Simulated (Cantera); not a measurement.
**Ignition delay**

Mixture: 4.32 % C₂H₄, 19.6 % O₂, 73.8 % N₂, 2.20 % H₂O, at 10.0 bar, adiabatic and at constant pressure. Ignition delay is the time to a rise of 400 K.

Detailed kinetics in Cantera: GRI-Mech 3.0 (53 species, 325 reactions). GRI-Mech 3.0 was tuned for natural gas; its chemistry of ethylene as a main component is partial and can be far from experiment.

| T0 (K) | delay (ms) |
|---|---|
| 1200 | 0.688 |
| 1275 | 0.154 |
| 1350 | 0.0384 |
| 1425 | 0.0128 |
| 1500 | 0.00646 |

* **apparent activation energy between 1350 and 1500 K**: 200 kJ/mol
